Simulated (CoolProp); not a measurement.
A single-stage vapour-compression cycle with the fluid: evaporating at 287.15 K (dew point), condensing at 335.15 K (bubble point), superheat 2 K, subcooling 2 K, compressor efficiency 0.7, no pressure losses. The same conditions are run with several fluids, on thermodynamics alone (safety and materials aside).

Model: reference Helmholtz-energy equation of state of each fluid (carbonyl sulfide: Lemmon 2006; R113: Marx 1992; propane: Lemmon 2009; fluoroethane (R161): Wu 2012; R142b: Lemmon 2006; R124: de Vries 1995), in CoolProp.

| fluid | cooling COP | pressure ratio | discharge temperature (K) | refrigerating effect (kJ/kg) | volumetric capacity (kJ/m³) |
|---|---|---|---|---|---|
| carbonyl sulfide | 3.23 | … | 387.0 | 192 | 5350 |
| R113 | 3.50 | 5.60 | 340.7 | 113 | 255 |
| propane | 2.99 | … | 350.4 | 226 | 3430 |
| fluoroethane (R161) | 3.19 | 3.35 | 365.4 | … | 3890 |
| R142b | 3.37 | 3.87 | 350.4 | … | 1590 |
| R124 | 3.19 | 3.90 | … | … | 1670 |

### Question
What belongs in the gaps?

### Answer

- carbonyl sulfide, pressure ratio: 3.01
- propane, pressure ratio: 3.10
- fluoroethane (R161), refrigerating effect (kJ/kg): 251
- R142b, refrigerating effect (kJ/kg): 149
- R124, discharge temperature (K): 343.3
- R124, refrigerating effect (kJ/kg): 100
